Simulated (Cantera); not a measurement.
Thermodynamics of abatement and gas-phase synthesis, feed H₂O + O₂ + N₂

A closed system holds: 1 mol H₂O, 0.21 mol O₂, 3.9 mol N₂, at 0.00280 bar.

These are equilibrium values from Cantera (NASA tables, ideal gas, pure condensed phases), not measurements of a reactor. Candidate condensed phases: H₂O; 24 gas species. Equilibrium is a limit: real reactors are often held back by kinetics, nucleation or transport.

```tsv
T (K)	x N₂	x H	x O	x H₂O	x H₂	x O₂	x OH
2575	0.636	0.128	0.0738	0.0450	0.0383	0.0354	0.0339
2650	0.609	0.163	0.0958	0.0265	0.0339	0.0303	0.0310
2725	0.587	0.195	0.118	0.0139	0.0273	0.0241	0.0260
2800	0.569	0.220	0.137	0.00658	0.0203	0.0179	0.0201
2875	0.556	0.238	0.153	0.00291	0.0142	0.0125	0.0147
2950	0.547	0.251	0.165	0.00124	0.00964	0.00841	0.0103
3025	0.542	0.259	0.173	0.000521	0.00645	0.00553	0.00707
3100	0.538	0.264	0.179	0.000220	0.00431	0.00360	0.00483
3175	0.536	0.267	0.183	9.50e-5	0.00290	0.00235	0.00330
3250	0.534	0.269	0.186	4.19e-5	0.00197	0.00154	0.00228
3325	0.533	0.270	0.187	1.90e-5	0.00135	0.00103	0.00158
3400	0.532	0.271	0.189	8.89e-6	0.000941	0.000690	0.00111
3475	0.531	0.272	0.190	4.27e-6	0.000664	0.000470	0.000794
```
x: gas mole fraction; nothing condenses.

From 2575 K to 3475 K nothing is condensed.
